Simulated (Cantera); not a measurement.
What does this Cantera script print?

```python
import numpy as np
import cantera as ct

gas_names = """
    C CH CH2 CH3 CH4 C2 C2H C2H2,acetylene C2H2,vinylidene C2H3,vinyl C2H4 C2H5 C2H6 C3 C3H3,propargyl
    C3H4,allene C3H4,propyne C3H4,cyclo- C3H5,allyl C3H6,propylene C3H6,cyclo- C3H7,n-propyl
    C3H7,i-propyl C3H8 C4 C4H2 C4H4,1,3-cyclo- C4H6,butadiene C4H6,2-butyne C4H6,cyclo- C4H8,1-butene
    C4H8,cis2-buten C4H8,tr2-butene C4H8,isobutene C4H8,cyclo- C4H9,n-butyl C4H9,i-butyl C4H9,s-butyl
    C4H9,t-butyl C4H10,isobutane C4H10,n-butane C5 C5H6,1,3cyclo- C5H8,cyclo- C5H10,1-pentene
    C5H10,cyclo- C5H11,pentyl C5H11,t-pentyl C5H12,n-pentane C5H12,i-pentane CH3C(CH3)2CH3 C6H2
    C6H5,phenyl C6H6 C6H10,cyclo- C6H12,1-hexene C6H12,cyclo- C6H13,n-hexyl C7H7,benzyl C7H8
    C7H14,1-heptene C7H15,n-heptyl C7H16,n-heptane C8H8,styrene C8H10,ethylbenz C8H16,1-octene
    C8H17,n-octyl C8H18,isooctane C8H18,n-octane C9H19,n-nonyl C10H8,naphthale C10H21,n-decyl
    C12H9,o-bipheny C12H10,bipheny H H2 Si SiC SiC2 SiC4H12 SiH SiH2 SiH3 SiH4 Si2 Si2C Si3
""".split()
cond_names = """
    C(gr) C6H6(L) C7H8(L) C8H18(L),n-octa Si(cr) Si(L) SiC(b)
""".split()


def load(file, names, dense=False):
    # The tables refer to 1 bar. Condensed volumes are neglected.
    table = {s.name: s for s in ct.Species.list_from_file(file)}
    out = []
    for n in names:
        d = dict(table[n].input_data)
        d["thermo"] = dict(d["thermo"], **{"reference-pressure": 1e5})
        if dense:
            d["equation-of-state"] = {"model": "constant-volume", "density": "1e6 g/cm^3"}
        out.append(ct.Species.from_dict(d))
    return out


gas = ct.Solution(thermo="ideal-gas", species=load("nasa_gas.yaml", gas_names))
cond = {s.name: ct.Solution(thermo="fixed-stoichiometry", species=[s], name=s.name)
        for s in load("nasa_condensed.yaml", cond_names, dense=True)}
atoms = {
    'SiH4': {'Si': 1, 'H': 4},
    'C2H4': {'C': 2, 'H': 4},
    'H2': {'H': 2},
}
top_T = {'C(gr)': 4500, 'SiC(b)': 3050}  # K; cautious upper limits of use, not melting points


def equilibrate(T, P, feed):
    n = {}
    for name, mol in feed.items():
        for a, k in atoms[name].items():
            n[a] = n.get(a, 0.0) + k * mol
    gas.TPX = T, P, n
    mass = sum(n.values()) * gas.mean_molecular_weight
    gas.equilibrate("TP")
    valid = [c for c in cond.values() if c.min_temp <= T <= top_T.get(c.name, c.max_temp)]
    mix = ct.Mixture([(gas, mass / gas.mean_molecular_weight)] + [(c, 0.0) for c in valid])
    mix.T, mix.P = T, P
    mix.equilibrate("TP", solver="vcs", rtol=1e-11, max_steps=5000)
    return mix


results = []
T = 2273.15  # K
P = 133.322  # Pa
for m in [3.5, 5.1, 7.5, 11, 16, 24, 36, 52, 77, 110, 170]:
    feed = {'SiH4': 1, 'C2H4': 0.052, 'H2': m}  # mol
    mix = equilibrate(T, P, feed)
    results.append((T, P, feed, dict(zip(mix.species_names, mix.species_moles))))

top = {s: max(r[3][s] / sum(r[3][g] for g in gas_names) for r in results) for s in gas_names}
cols = sorted((s for s in top if top[s] > 0.0001), key=lambda s: -top[s])[:5]
seen = [c for c in cond_names if any(r[3].get(c, 0) > 1e-12 for r in results)]
print("log10 of partial pressures in bar; condensed amounts in mol")
print(f"{'n(H2)':>10s}" + "".join(f"{s[:9]:>10s}" for s in cols + seen))
for T, P, feed, n in results:
    ng = sum(n[g] for g in gas_names)
    print(f"{feed['H2']:10.4g}" + "".join(f"{np.log10(max(n[s] / ng * P / 1e5, 1e-99)):10.3f}" for s in cols)
          + "".join(f"{n.get(c, 0):10.4g}" for c in seen))
```

Output:

```
log10 of partial pressures in bar; condensed amounts in mol
     n(H2)        H2         H        Si      Si2C      SiC2
       3.5    -3.043    -3.597    -3.799    -5.046    -5.363
       5.1    -3.030    -3.590    -3.889    -5.210    -5.424
       7.5    -3.017    -3.584    -3.995    -5.412    -5.510
        11    -3.006    -3.579    -4.112    -5.646    -5.623
        16    -2.998    -3.574    -4.238    -5.904    -5.762
        24    -2.991    -3.571    -4.384    -6.214    -5.944
        36    -2.986    -3.569    -4.538    -6.551    -6.157
        52    -2.983    -3.567    -4.683    -6.877    -6.376
        77    -2.980    -3.566    -4.842    -7.244    -6.633
       110    -2.979    -3.565    -4.989    -7.591    -6.885
       170    -2.977    -3.564    -5.171    -8.028    -7.211
```

Equilibrium computed with Cantera from the NASA thermochemical tables; the gas is ideal and each condensed phase is pure. Gases not in the tables: Si2H6 and higher silanes.
